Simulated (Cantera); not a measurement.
A Cantera script and what it prints.

```python
import numpy as np
import cantera as ct

gas_names = """
    H HO2 H2 H2O H2O2 O OH O2 O3 V VO VO2
""".split()
cond_names = """
    H2O(s) H2O(L) V(cr) V(L) VO(s) VO(L) V2O3(s) V2O3(L) V2O4(I) V2O4(II) V2O4(L) V2O5(s) V2O5(L)
""".split()


# ... load() reads the species with a 1 bar reference pressure and builds the phases ...
atoms = {
    'V2O3': {'V': 2, 'O': 3},
    'H2': {'H': 2},
    'H2O': {'H': 2, 'O': 1},
}
top_T = {}  # K; cautious upper limits of use, not melting points


# ... equilibrate(T, P, feed) seeds the gas with the atoms and calls Mixture.equilibrate('TP', solver="vcs", rtol=1e-11, max_steps=5000) ...
results = []
feed = {'V2O3': 1, 'H2': 2100, 'H2O': 1.3}  # mol
P = 150000  # Pa
for T in [898, 998, 1098, 1198, 1298, 1398, 1498, 1598, 1698, 1798, 1898, 1998, 2098]:
    mix = equilibrate(T, P, feed)
    results.append((T, P, feed, dict(zip(mix.species_names, mix.species_moles))))
    x = sorted(zip(gas.X, gas.species_names), reverse=True)
    print(f"T = {T:g} K  P = {P:g} Pa  gas = {mix.phase_moles(0):.4g} mol")
    print("   x: " + "  ".join(f"{s} {v:.3e}" for v, s in x if v > 0.0001))
    print("   condensed (mol): " + ("  ".join(f"{mix.phase(i).name} {mix.phase_moles(i):.4g}"
          for i in range(1, mix.n_phases) if mix.phase_moles(i) > 1e-12) or "none"))
```

It prints:

```
T = 898 K  P = 150000 Pa  gas = 2101 mol
   x: H2 9.994e-01  H2O 6.187e-04
   condensed (mol): V2O3(s) 1
T = 998 K  P = 150000 Pa  gas = 2101 mol
   x: H2 9.994e-01  H2O 6.187e-04
   condensed (mol): V2O3(s) 1
T = 1098 K  P = 150000 Pa  gas = 2101 mol
   x: H2 9.994e-01  H2O 6.187e-04
   condensed (mol): V2O3(s) 1
T = 1198 K  P = 150000 Pa  gas = 2101 mol
   x: H2 9.994e-01  H2O 6.187e-04
   condensed (mol): V2O3(s) 1
T = 1298 K  P = 150000 Pa  gas = 2101 mol
   x: H2 9.990e-01  H2O 9.936e-04
   condensed (mol): VO(s) 1.576  V2O3(s) 0.2122
T = 1398 K  P = 150000 Pa  gas = 2101 mol
   x: H2 9.989e-01  H2O 1.095e-03
   condensed (mol): VO(s) 2
T = 1498 K  P = 150000 Pa  gas = 2101 mol
   x: H2 9.989e-01  H2O 1.095e-03
   condensed (mol): VO(s) 2
T = 1598 K  P = 150000 Pa  gas = 2101 mol
   x: H2 9.989e-01  H2O 1.095e-03
   condensed (mol): VO(s) 2
T = 1698 K  P = 150000 Pa  gas = 2101 mol
   x: H2 9.988e-01  H2O 1.094e-03  H 1.180e-04
   condensed (mol): VO(s) 2
T = 1798 K  P = 150000 Pa  gas = 2102 mol
   x: H2 9.986e-01  H2O 1.094e-03  H 2.873e-04
   condensed (mol): VO(s) 2
T = 1898 K  P = 150000 Pa  gas = 2102 mol
   x: H2 9.983e-01  H2O 1.094e-03  H 6.377e-04
   condensed (mol): VO(s) 1.999
T = 1998 K  P = 150000 Pa  gas = 2103 mol
   x: H2 9.976e-01  H 1.308e-03  H2O 1.094e-03
   condensed (mol): VO(s) 1.996
T = 2098 K  P = 150000 Pa  gas = 2104 mol
   x: H2 9.964e-01  H 2.508e-03  H2O 1.095e-03
   condensed (mol): VO(L) 1.981
```

These are equilibrium values from Cantera (NASA tables, ideal gas, pure condensed phases), not measurements of a reactor. Mutual solubility and eutectic melting of coexisting phases are not modelled. VO: taken at fixed stoichiometry. Condensed phases not in the tables: the oxides between V2O3 and V2O5 other than VO2.
